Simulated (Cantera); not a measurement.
Charge: 1 mol CuO, 1.9 mol C, 1.1 mol H₂, equilibrated at 1800 °C and 0.0160 bar.

Method: chemical equilibrium by Gibbs-energy minimisation in Cantera with the NASA 1993 tables (ideal gas, pure condensed phases). Candidate condensed phases: C, C₆H₆, C₇H₈, C₈H₁₈, Cu, CuO, Cu(OH)₂, Cu₂O, H₂O; 113 gas species. Kinetics and transport are ignored.

Base state: H₂ 0.346, CO 0.321, Cu 0.319, H 0.0122, Cu₂ 0.00103, C₂H₂ (acetylene) 0.000425 (mole fractions); condensed: C(graphite).

Task: What changes in the equilibrium state with this change: temperature from 1800 °C to 1075 °C?

Result: 
```
species             before    after
----------------  --------  -------
H₂                   0.346    0.524
CO                   0.321    0.476
Cu                   0.319  2.94e-5
H                   0.0122  1.33e-5
Cu₂                0.00103  3.79e-9
C₂H₂ (acetylene)  0.000425  6.31e-7
C(graphite), mol     0.897    0.900
Cu(s), mol               0    1.000
```

Task: What changes in the equilibrium state with this change: temperature from 1800 °C to 1952 °C?

Result: 
```tsv
species	before	after
H₂	0.346	0.334
CO	0.321	0.318
Cu	0.319	0.317
H	0.0122	0.0296
C₂H₂ (acetylene)	0.000425	0.000980
Cu₂	0.00103	0.000468
C(graphite), mol	0.897	0.894
```
